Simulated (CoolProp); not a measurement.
Vapour-liquid equilibrium of R143a (1) + R134a (2) at 0.121 MPa; x and y are mole fractions of (1).

Values from CoolProp's multi-fluid Helmholtz-energy mixture model, Lemmon and Jacobsen 2000 and Tillner-Roth 1994; pair parameters Lemmon 2004.

| x | bubble temperature, mixture model (°C) | bubble temperature, Raoult's law (°C) | y, mixture model | y, Raoult's law |
|---|---|---|---|---|
| 0.05 | (withheld) | -23.7 | 0.109 | 0.114 |
| 0.2 | -27.8 | -27.9 | 0.374 | 0.385 |
| 0.35 | (withheld) | -31.7 | 0.569 | 0.581 |
| 0.5 | (withheld) | -34.9 | 0.715 | 0.726 |
| 0.65 | (withheld) | -37.8 | 0.826 | 0.834 |
| 0.8 | -40.3 | -40.4 | (withheld) | 0.917 |
| 0.95 | -42.7 | -42.7 | 0.980 | 0.982 |

Problem. Some entries are withheld; supply them.

Solution. 
- 0.05, bubble temperature, mixture model (°C): -23.6
- 0.35, bubble temperature, mixture model (°C): -31.6
- 0.5, bubble temperature, mixture model (°C): -34.8
- 0.65, bubble temperature, mixture model (°C): -37.7
- 0.8, y, mixture model: 0.912

The largest gap from Raoult's law is +0.1 K in bubble temperature, at x = 0.35. No azeotrope shows between x = 0.05 and 0.95.

The pair parameters rest on a limited set of measurements; away from them the model extrapolates.
